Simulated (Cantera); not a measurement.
A perfectly stirred reactor is fed with C3H8 : H2 = 1 : 2.9 (molar parts), at 0.000474 atm; it is held at 1948 K, and followed from long to short residence time.

Cantera simulation using GRI-Mech 3.0 (53 species, 325 reactions); the numbers are that mechanism's predictions, not measurements. GRI-Mech 3.0 was tuned for natural gas; its chemistry of propane as a main component is partial and can be far from experiment. GRI-Mech 3.0 stops at C3 and has no aromatics, soot or wall deposition, so with more carbon than oxygen in the feed, carbon stays in small species such as C2H2 where larger ones or solid carbon would form. Radical loss at walls, strong at low pressure, is not modelled.

### Question
Predict: x(C3H8) at τ = 1.10 s; x(H2) at τ = 1.10 s; x(CH4) at τ = 1.10 s; x(H) at τ = 1.10 s; x(C2H6) at τ = 1.10 s; x(C3H8) at τ = 39.0 ms; x(H2) at τ = 39.0 ms; x(CH4) at τ = 39.0 ms; x(H) at τ = 39.0 ms; x(C2H6) at τ = 39.0 ms.

### Answer
- x(C3H8) at τ = 1.10 s: 8.01e-5
- x(H2) at τ = 1.10 s: 0.743
- x(CH4) at τ = 1.10 s: 0.0394
- x(H) at τ = 1.10 s: 0.00692
- x(C2H6) at τ = 1.10 s: 1.20e-5
- x(C3H8) at τ = 39.0 ms: 0.00221
- x(H2) at τ = 39.0 ms: 0.659
- x(CH4) at τ = 39.0 ms: 0.125
- x(H) at τ = 39.0 ms: 0.00835
- x(C2H6) at τ = 39.0 ms: 0.000220
